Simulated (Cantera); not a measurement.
Charge: 1 mol CaCl₂, 0.17 mol O₂, 5.6 mol N₂, 13 mol H₂O, held at 1475 °C.

Equilibrium computed with Cantera from the NASA thermochemical tables; the gas is ideal and each condensed phase is pure. Candidate condensed phases: Ca, CaCl₂, CaO, Ca(OH)₂, H₂O, NH₄Cl; 36 gas species. Condensed phases not in the tables: oxide chlorides. Equilibrium is a limit: real reactors are often held back by kinetics, nucleation or transport.

x: gas mole fraction; n: condensed amount in mol.

```
P (Pa)  x H₂O   x N₂   x HCl      x H₂      x H     x O₂     x Cl      x OH       x O  n CaO(s)
------  -----  -----  ------  --------  -------  -------  -------  --------  --------  --------
0.100   0.447  0.253  0.0507    0.0740   0.0622   0.0390   0.0329    0.0219    0.0145     0.915
0.720   0.537  0.270  0.0661    0.0429   0.0176   0.0232   0.0210    0.0129   0.00416     0.900
5.20    0.579  0.277  0.0752       [?]      [?]      [?]      [?]       [?]       [?]     0.884
37      0.599  0.280  0.0803   0.00995  0.00118   0.0105  0.00738   0.00416  0.000390     0.874
270     0.608  0.282  0.0831       [?]      [?]  0.00870      [?]       [?]       [?]     0.868
1900    0.612  0.283  0.0846   0.00161  6.65e-5  0.00813  0.00270   0.00147   4.80e-5     0.865
14000   0.613  0.283  0.0855  0.000598  1.49e-5  0.00804  0.00165  0.000893   1.76e-5     0.862
100000  0.614  0.283  0.0860  0.000223  3.41e-6  0.00810  0.00102  0.000548   6.60e-6     0.861
```

Task: Complete the blanks.

Result: 
- 270, x H₂: 0.00410
- 270, x H: 0.000282
- 270, x Cl: 0.00440
- 270, x OH: 0.00243
- 270, x O: 0.000132
- 5.20, x H₂: 0.0217
- 5.20, x H: 0.00467
- 5.20, x O₂: 0.0146
- 5.20, x Cl: 0.0125
- 5.20, x OH: 0.00727
- 5.20, x O: 0.00123
